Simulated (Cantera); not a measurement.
A Cantera script and its output.

```python
import numpy as np
import cantera as ct

gas = ct.Solution("gri30.yaml")
gas.TPX = 1725, 40000, {'CO': 1, 'H2': 0.68, 'CH4': 0.79, 'O2': 3.27, 'N2': 12.3}
reactor = ct.IdealGasReactor(gas, energy="on", clone=False)
net = ct.ReactorNet([reactor])
net.rtol, net.atol = 1e-08, 1e-16
show = ['CO', 'H2', 'CH4', 'HCN', 'CH2', 'O2']
times = np.geomspace(6e-06, 0.3, 14)

steps = ct.SolutionArray(gas, extra=["t"])
rows = []
print(f"{'t/s':>10s}{'T/K':>9s}{'P/Pa':>11s}" + "".join(f"{s:>11s}" for s in show))
for t in times:
    while net.time < t:
        t_next = net.step()
        steps.append(gas.state, t=t_next)
    rows.append([np.interp(t, steps.t, y) for y in (steps.T, steps.P, *steps(*show).X.T)])
    print(f"{t:10.3e}{rows[-1][0]:9.1f}{rows[-1][1]:11.4g}" + "".join(f"{x:11.3e}" for x in rows[-1][2:]))
rate = np.gradient(steps.T, steps.t)
print("integrator steps:", len(steps.t))
if steps.T.max() > steps.T[0] + 200:
    print(f"time of steepest temperature rise: {steps.t[rate.argmax()]:.4e} s")
gas.TPX = 1725, 40000, {'CO': 1, 'H2': 0.68, 'CH4': 0.79, 'O2': 3.27, 'N2': 12.3}
gas.equilibrate("UV")
print(f"equilibrium (UV): T = {gas.T:.1f} K  " + "  ".join(f"{s} {gas[s].X[0]:.3e}" for s in show))
```

Result:

```
       t/s      T/K       P/Pa         CO         H2        CH4        HCN        CH2         O2
 6.000e-06   1725.0      4e+04  5.543e-02  3.769e-02  4.378e-02  4.322e-16  4.796e-11  1.813e-01
 1.379e-05   1724.9      4e+04  5.543e-02  3.768e-02  4.376e-02  4.984e-15  4.903e-10  1.812e-01
 3.170e-05   1725.0      4e+04  5.542e-02  3.763e-02  4.361e-02  1.613e-13  1.141e-08  1.812e-01
 7.287e-05   1737.2   4.03e+04  5.566e-02  3.670e-02  4.005e-02  6.547e-10  3.096e-06  1.785e-01
 1.675e-04   2486.3  5.905e+04  5.019e-02  1.448e-02  4.060e-17  1.391e-11  1.544e-15  6.383e-02
 3.850e-04   2697.1  6.318e+04  4.610e-02  1.200e-02  9.877e-17  6.977e-11  4.200e-15  6.176e-02
 8.849e-04   2792.2  6.496e+04  4.323e-02  1.070e-02  1.911e-16  2.443e-10  7.026e-15  5.911e-02
 2.034e-03   2789.9  6.484e+04  4.304e-02  1.068e-02  2.015e-16  4.133e-10  6.955e-15  5.633e-02
 4.675e-03   2786.0  6.472e+04  4.299e-02  1.070e-02  2.057e-16  5.223e-10  6.805e-15  5.444e-02
 1.075e-02   2785.4   6.47e+04  4.298e-02  1.070e-02  2.064e-16  5.388e-10  6.782e-15  5.415e-02
 2.470e-02   2785.4   6.47e+04  4.298e-02  1.070e-02  2.064e-16  5.390e-10  6.781e-15  5.415e-02
 5.678e-02   2785.4   6.47e+04  4.298e-02  1.070e-02  2.064e-16  5.390e-10  6.781e-15  5.415e-02
 1.305e-01   2785.4   6.47e+04  4.298e-02  1.070e-02  2.064e-16  5.390e-10  6.781e-15  5.415e-02
 3.000e-01   2785.4   6.47e+04  4.298e-02  1.070e-02  2.064e-16  5.390e-10  6.781e-15  5.415e-02
integrator steps: 1533
time of steepest temperature rise: 1.0250e-04 s
equilibrium (UV): T = 2785.4 K  CO 4.298e-02  H2 1.070e-02  CH4 2.907e-16  HCN 5.390e-10  CH2 7.499e-15  O2 5.415e-02
```

Detailed kinetics in Cantera: GRI-Mech 3.0 (53 species, 325 reactions).
